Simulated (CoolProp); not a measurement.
Properties of sulfur dioxide along the isotherm 251.85 °C (Tc = 157.5 °C, pc = 78.87 bar, ω = 0.256).

Model: reference Helmholtz-energy equation of state, Gao 2016, in CoolProp.

```csv
p (bar),phase,density (kg/m³),cp (kJ/(kg K)),isothermal compressibility (1/MPa),expansivity (1/kK),fugacity coefficient
3.58,gas,5.295,0.7453,2.815,1.961,0.9923
7.17,gas,10.69,0.7537,1.417,2.020,0.9846
10.8,gas,16.23,0.7624,0.9484,2.082,0.9769
14.3,gas,21.66,0.7712,…,2.144,0.9695
17.9,gas,27.34,0.7806,…,2.210,…
21.5,gas,33.12,0.7903,0.4886,2.278,0.9543
25.1,gas,38.99,0.8005,0.4222,2.349,0.9468
28.7,gas,44.97,0.8110,0.3726,2.423,0.9393
32.3,gas,51.06,0.8219,0.3341,2.499,0.9318
35.8,gas,57.08,0.8330,0.3042,…,…
39.4,gas,63.39,0.8449,0.2790,2.659,0.9173
```

Question: What belongs in the gaps?

Answer: 
- 14.3, isothermal compressibility (1/MPa): 0.7221
- 17.9, isothermal compressibility (1/MPa): 0.5818
- 17.9, fugacity coefficient: 0.9619
- 35.8, expansivity (1/kK): 2.577
- 35.8, fugacity coefficient: 0.9246
